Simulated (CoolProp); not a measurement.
The numbers come from the reference Helmholtz-energy equation of state, Thol 2015 in CoolProp.

Q: For octamethylcyclotetrasiloxane (D4), give the phase and the Joule-Thomson coefficient (K/MPa), isothermal compressibility (1/MPa), expansivity (1/kK), fugacity coefficient at 397.2 K and 0.536 MPa; 447.6 K and 0.536 MPa.

A: 
- 397.2 K and 0.536 MPa: liquid; Joule-Thomson coefficient -0.263, isothermal compressibility 0.00375, expansivity 1.48, fugacity coefficient 0.0419
- 447.6 K and 0.536 MPa: liquid; Joule-Thomson coefficient -0.127, isothermal compressibility 0.00676, expansivity 1.80, fugacity coefficient 0.178
